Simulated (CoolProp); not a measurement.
Aqueous potassium carbonate as a coolant, at 23 °C, 1 atm.

Values from CoolProp's Melinder's fits for secondary coolants.

```csv
mass %,freezing point (°C),density (kg/m³),conductivity (W/(m K)),cp (kJ/(kg K)),viscosity (mPa s)
2.9,-0.9,1024,0.601,4.012,0.991
6.3,-2.1,1055,0.598,3.851,1.08
9.7,___,1087,0.594,3.712,1.18
13.2,-5.0,1121,0.590,3.576,1.30
16.6,-6.7,1154,0.587,3.444,1.44
20,-8.8,1189,0.584,3.313,1.61
23.5,___,1226,___,3.182,1.83
26.9,-14.8,1263,0.577,3.062,2.09
30.4,-19.2,1302,0.573,2.952,2.43
33.8,___,___,0.569,2.860,2.87
```

Problem. Some entries are withheld; supply them.

Solution. 
- 9.7, freezing point (°C): -3.5
- 23.5, freezing point (°C): -11.5
- 23.5, conductivity (W/(m K)): 0.581
- 33.8, freezing point (°C): -24.5
- 33.8, density (kg/m³): 1340
